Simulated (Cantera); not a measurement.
A freely propagating, adiabatic, planar premixed flame of CH₄ : C₂H₆ : C₃H₈ : O₂ : N₂ = 1 : 1.1 : 0.66 : 6.54 : 24.6 (molar parts), unburnt at 675 K and 0.650 bar; mixture-averaged transport, grid criteria slope 0.08 and curve 0.16, no radiation.

Cantera simulation using GRI-Mech 3.0 (53 species, 325 reactions); the numbers are that mechanism's predictions, not measurements. GRI-Mech 3.0 was tuned for natural gas; its chemistry of propane as a main component is partial and can be far from experiment. Burning velocities carry a grid error of a few per cent, more on coarse grids.

Task: What does this change do: C2H6 1.1 to 0.85 parts?

Result: 
```json
[
 {"quantity": "laminar burning velocity", "before": "146 cm/s", "after": "178 cm/s"},
 {"quantity": "thermal thickness", "before": "0.462 mm", "after": "0.408 mm"},
 {"quantity": "peak x(CH₂O)", "before": "0.00206", "after": "0.00195"},
 {"quantity": "peak x(HCO)", "before": "8.66e-5", "after": "0.000115"},
 {"quantity": "peak x(CH₂CO)", "before": "0.00137", "after": "0.00124"}
]
```

Task: What does this change do: inlet temperature 675 to 475 K?

Result: 
| quantity | before | after |
|---|---|---|
| laminar burning velocity | 146 cm/s | 69.5 cm/s |
| thermal thickness | 0.462 mm | 0.576 mm |
| peak x(CH₂O) | 0.00206 | 0.00189 |
| peak x(HCO) | 8.66e-5 | 5.48e-5 |
| peak x(CH₂CO) | 0.00137 | 0.00118 |
